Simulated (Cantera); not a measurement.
A closed system holds: 1 mol C₃H₈, 26 mol H₂, at 2177 °C.

These are equilibrium values from Cantera (NASA tables, ideal gas, pure condensed phases), not measurements of a reactor. Candidate condensed phases: C, C₆H₆, C₇H₈, C₈H₁₈; 76 gas species. Kinetics and transport are ignored.

Question: At 0.000720 bar, list the 4 most abundant gas species with their mole fractions, and the condensed phases.

Answer: H 0.517, H₂ 0.478, C₂H₂ (acetylene) 0.00417, C₃ 0.000312. Condensed: C(graphite).
